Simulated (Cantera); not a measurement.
# Low-pressure radical oxidation in H2/O2

A perfectly stirred reactor is fed with H2 : O2 : H2O = 0.053 : 1 : 0.023 (molar parts), equivalence ratio 0.026, at 21.0 Torr; it is held at 1325 K, and followed from long to short residence time.

Cantera simulation using GRI-Mech 3.0 (53 species, 325 reactions); the numbers are that mechanism's predictions, not measurements. Radical loss at walls, strong at low pressure, is not modelled. The temperature is held fixed by assumption; the heat of reaction is taken as removed at once.

| τ (s) | x H2 | x O2 | x H | x O | x HO2 | x OH | x H2O |
|---|---|---|---|---|---|---|---|
| 1.2 | 8.27e-5 | 0.926 | 5.42e-5 | 0.00127 | 1.33e-6 | 0.00118 | 0.0716 |
| 0.51 | 0.000141 | 0.925 | 0.000125 | 0.00221 | 1.91e-6 | 0.00156 | 0.0713 |
| 0.22 | 0.000235 | 0.923 | 0.000278 | 0.00375 | 2.62e-6 | 0.00204 | 0.0708 |
| 0.098 | 0.000380 | 0.920 | 0.000583 | 0.00612 | 3.39e-6 | 0.00261 | 0.0701 |
| 0.043 | 0.000609 | 0.916 | 0.00118 | 0.00970 | 4.21e-6 | 0.00330 | 0.0691 |
| 0.019 | 0.000952 | 0.911 | 0.00217 | 0.0144 | 4.96e-6 | 0.00406 | 0.0676 |
| 0.0082 | 0.00148 | 0.905 | 0.00360 | 0.0198 | 5.59e-6 | 0.00486 | 0.0657 |
| 0.0036 | 0.00232 | 0.900 | 0.00513 | 0.0240 | 6.04e-6 | 0.00560 | 0.0634 |
| 0.0016 | 0.00379 | 0.897 | 0.00641 | 0.0259 | 6.35e-6 | 0.00634 | 0.0607 |
x: mole fraction; the columns are a selection and need not sum to one.
